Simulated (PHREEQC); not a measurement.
Model water analysis in mg/kgw, 21 °C, pH 6.55, pe -1.9:

```json
[
 {"constituent": "Na", "mg/kgw": "2.28"},
 {"constituent": "K", "mg/kgw": "0.0672"},
 {"constituent": "Ca", "mg/kgw": "2.3"},
 {"constituent": "Mg", "mg/kgw": "0.322"},
 {"constituent": "Cl", "mg/kgw": "5.16"},
 {"constituent": "S(6) as SO4", "mg/kgw": "0.624"},
 {"constituent": "Alkalinity as HCO3", "mg/kgw": "5.04"},
 {"constituent": "Si as SiO2", "mg/kgw": "0.141"},
 {"constituent": "F", "mg/kgw": "0.00143"},
 {"constituent": "Fe(2)", "mg/kgw": "0.0119"}
]
```

Valence states are taken as typed.

Equilibrium calculation in PHREEQC: ion-association model, phreeqc.dat.

No solid was allowed to form.

### Question
Estimate the charge-balance error.

### Answer
charge-balance error 0.3 %.

### Question
In which forms is C present?

### Answer
HCO3- 60 %, CO2 40 % of the C.

SiF6-2 is the database's only silicon fluoride. Fluoro complexes past AlF4- and FeF3 are missing from the database.
